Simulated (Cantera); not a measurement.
A perfectly stirred reactor is fed with 14.5 % H₂, 85.5 % O₂, equivalence ratio 0.085, at 9.00 Torr; it is held at 1275 K, and followed from long to short residence time.

Cantera simulation using GRI-Mech 3.0 (53 species, 325 reactions); the numbers are that mechanism's predictions, not measurements. Radical loss at walls, strong at low pressure, is not modelled. The temperature is held fixed by assumption; the heat of reaction is taken as removed at once.

### Question
Predict: x(H₂) at τ = 0.450 s; x(O₂) at τ = 0.450 s; x(H₂O₂) at τ = 0.450 s; x(H₂O) at τ = 0.450 s; x(OH) at τ = 0.450 s; x(H₂) at τ = 27.0 ms; x(O₂) at τ = 27.0 ms; x(H₂O₂) at τ = 27.0 ms; x(H₂O) at τ = 27.0 ms; x(OH) at τ = 27.0 ms.

### Answer
| Item | Value |
|---|---|
| x(H₂) at τ = 0.450 s | 0.000889 |
| x(O₂) at τ = 0.450 s | 0.834 |
| x(H₂O₂) at τ = 0.450 s | 1.70e-7 |
| x(H₂O) at τ = 0.450 s | 0.152 |
| x(OH) at τ = 0.450 s | 0.00375 |
| x(H₂) at τ = 27.0 ms | 0.00424 |
| x(O₂) at τ = 27.0 ms | 0.801 |
| x(H₂O₂) at τ = 27.0 ms | 2.21e-7 |
| x(H₂O) at τ = 27.0 ms | 0.135 |
| x(OH) at τ = 27.0 ms | 0.00807 |
